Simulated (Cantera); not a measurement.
Gas mixture: C2H2 : C2H6 : CO2 = 0.76 : 0.49 : 0.67 (molar parts), at 3600 Pa, frozen composition.

Cantera's kinetic-theory transport with the Lennard-Jones parameters of GRI-Mech 3.0, ideal gas; thermal conductivity in the multicomponent form. The composition is frozen, though it would react at the higher temperatures.

D: mixture-averaged diffusion coefficient of that species in the mixture.

| T (K) | ρ (kg/m³) | cp (J/kg/K) | μ (µPa s) | λ (mW/m/K) | Pr | D (cm²/s) NO | D (cm²/s) CH4 | D (cm²/s) H2 |
|---|---|---|---|---|---|---|---|---|
| 400 | 0.0361 | 1528 | 15.5 | 31.8 | 0.746 | 7.39 | 8.14 | ? |
| 650 | 0.0222 | 1940 | 23.2 | 60.1 | 0.749 | 17.3 | 19.3 | ? |
| 900 | 0.0160 | 2219 | 29.6 | 87.7 | 0.749 | 30.1 | 33.9 | ? |
| 1150 | 0.0126 | 2430 | 35.2 | 114 | 0.749 | 45.5 | 51.3 | ? |
| 1400 | 0.0103 | 2582 | 40.3 | 139 | 0.748 | 63.3 | 71.5 | ? |
| 1650 | 0.00875 | 2694 | 45.0 | 162 | 0.747 | 83.2 | 94.1 | ? |
| 1900 | 0.00760 | 2777 | 49.4 | 184 | 0.745 | 105 | 119 | ? |

### Question
Some entries are withheld; supply them.

### Answer

- 400, D (cm²/s) H2: 28.8
- 650, D (cm²/s) H2: 65.8
- 900, D (cm²/s) H2: 113
- 1150, D (cm²/s) H2: 171
- 1400, D (cm²/s) H2: 237
- 1650, D (cm²/s) H2: 311
- 1900, D (cm²/s) H2: 393
